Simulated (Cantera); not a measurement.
Charge: 1 mol MgCO₃, 0.15 mol H₂O, held at 13.3 mbar.

Method: chemical equilibrium by Gibbs-energy minimisation in Cantera with the NASA 1993 tables (ideal gas, pure condensed phases). Candidate condensed phases: C, C₆H₆, C₇H₈, C₈H₁₈, H₂O, Mg, MgCO₃, MgO, Mg(OH)₂; 116 gas species. Rates play no part.

Task: At 1352 °C, list the 5 most abundant gas species with their mole fractions, and the condensed phases.

Result: CO₂ 0.863, H₂O 0.130, CO 0.00436, O₂ 0.00223, OH 0.000230. Condensed: MgO(s).
